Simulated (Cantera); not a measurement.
# MgCO3 + SO3 + H2O + SO2 (roasting and sulfation)

Charge: 1 mol MgCO3, 0.33 mol SO3, 0.91 mol H2O, 0.3 mol SO2, held at 0.100 bar.

Method: chemical equilibrium by Gibbs-energy minimisation in Cantera with the NASA 1993 tables (ideal gas, pure condensed phases). Candidate condensed phases: C, C6H6, C7H8, C8H18, H2O, H2SO4, Mg, MgCO3, MgO, Mg(OH)2, MgS, MgSO4, S; 130 gas species. Mutual solubility and eutectic melting of coexisting phases are not modelled. Equilibrium is a limit: real reactors are often held back by kinetics, nucleation or transport.

```csv
T (°C),x CO2,x H2O,x SO2,x O2,x SO3,x OH,x H2,n MgO(s),n MgSO4(s)
677,0.452,0.412,0.136,3.71e-9,8.76e-6,1.71e-9,3.90e-7,0.670,0.330
702,0.452,0.412,0.136,4.26e-8,2.16e-5,5.33e-9,2.57e-7,0.670,0.330
727,0.452,0.412,0.136,4.32e-7,5.10e-5,1.57e-8,1.73e-7,0.670,0.330
752,0.452,0.412,0.136,3.90e-6,0.000115,4.39e-8,1.19e-7,0.670,0.330
777,0.452,0.412,0.136,3.15e-5,0.000249,1.16e-7,8.39e-8,0.671,0.329
802,0.452,0.411,0.136,0.000229,0.000519,2.95e-7,6.02e-8,0.672,0.328
827,0.450,0.410,0.138,0.00148,0.00105,7.09e-7,4.43e-8,0.679,0.321
```
x: gas mole fraction; n: condensed amount in mol.

From 677 °C to 827 °C the condensed part is MgO(s) + MgSO4(s).
